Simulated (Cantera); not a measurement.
Input: 1 mol CH2F2, 0.15 mol Si, 14 mol H2, held at 1623 K and 41.0 mbar.

These are equilibrium values from Cantera (NASA tables, ideal gas, pure condensed phases), not measurements of a reactor. Candidate condensed phases: C, C6H6, C7H8, C8H18, Si, SiC; 113 gas species. The tables' values for SiF3, SiF2 are old estimates; treat these amounts as uncertain. Equilibrium is a limit: real reactors are often held back by kinetics, nucleation or transport.

Base state: H2 0.901, HF 0.0891, SiF4 0.00867, SiF3 0.000669, H 0.000324, SiHF3 9.72e-5, CH4 4.94e-5, C2H2 (acetylene) 3.14e-5 (mole fractions); condensed: C(graphite).

What changes in the equilibrium state with this change: temperature from 1623 K to 925 K?


```tsv
species	before	after
H2	0.901	0.894
HF	0.0891	0.0890
SiF4	0.00867	0.00953
CH4	4.94e-5	0.00744
SiF3	0.000669	<1e-9
H	0.000324	1.22e-9
C2H2 (acetylene)	3.14e-5	<1e-9
SiF2	2.41e-5	<1e-9
C(graphite), mol	0.998	0.883
```
